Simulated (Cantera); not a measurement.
Cantera run, input and output.

```python
import numpy as np
import cantera as ct

gas = ct.Solution("gri30.yaml")


def delay(T, t_max=10):
    gas.TPX = T, 63000, {'CH4': 1, 'CO': 0.034, 'O2': 4.38, 'N2': 16.5, 'H2': 1.3}
    reactor = ct.IdealGasConstPressureReactor(gas, clone=False)
    net = ct.ReactorNet([reactor])
    net.rtol, net.atol = 1e-8, 1e-16
    while net.time < t_max:
        t_old, T_old = net.time, reactor.T
        net.step()
        if reactor.T > T + 400:  # ignition: a rise of 400 K
            return t_old + (T + 400 - T_old) / (reactor.T - T_old) * (net.time - t_old)
    return np.nan


taus = []
for T in [1098, 1198, 1298, 1398, 1498, 1598, 1698, 1798, 1898]:
    taus.append(delay(T))
    print(f"T0 = {T:6g} K   tau = {taus[-1]:.4e} s")
```

It prints:

```
T0 =   1098 K   tau = 1.6621e-03 s
T0 =   1198 K   tau = 6.6793e-04 s
T0 =   1298 K   tau = 3.2293e-04 s
T0 =   1398 K   tau = 1.8111e-04 s
T0 =   1498 K   tau = 1.1304e-04 s
T0 =   1598 K   tau = 7.5648e-05 s
T0 =   1698 K   tau = 5.2963e-05 s
T0 =   1798 K   tau = 3.8264e-05 s
T0 =   1898 K   tau = 2.8326e-05 s
```

Computed with Cantera and GRI-Mech 3.0 (53 species, 325 reactions).
